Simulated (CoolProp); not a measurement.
R245fa along the isotherm 166.85 °C: fugacity coefficient from the reference equation and from simpler models built on Tc = 153.9 °C, pc = 3.651 MPa, ω = 0.378; each cubic takes its own stable root.

Model: reference Helmholtz-energy equation of state, Akasaka 2015, in CoolProp.

```csv
p (MPa),phase,reference,Redlich-Kwong,Peng-Robinson
0.115,gas,0.9907,0.9902,0.9892
0.187,gas,0.9848,0.9840,0.9825
0.301,gas,0.9756,0.9744,0.9719
0.487,gas,…,0.9587,…
0.787,gas,0.9366,0.9335,0.9275
1.27,gas,…,0.8935,0.8845
2.05,gas,…,0.8299,0.8170
3.32,gas,0.7353,0.7269,0.7108
5.36,supercritical,0.5588,0.5531,0.5428
8.66,supercritical,…,0.4058,0.3942
14,supercritical,…,0.3170,0.3020
22.6,supercritical,0.2569,0.2743,…
36.5,supercritical,0.2526,0.2770,…
```

Problem. What belongs in the gaps?

Solution. 
- 0.487, reference: 0.9606
- 0.487, Peng-Robinson: 0.9548
- 1.27, reference: 0.8981
- 2.05, reference: 0.8364
- 8.66, reference: 0.4003
- 14, reference: 0.3049
- 22.6, Peng-Robinson: 0.2535
- 36.5, Peng-Robinson: 0.2445
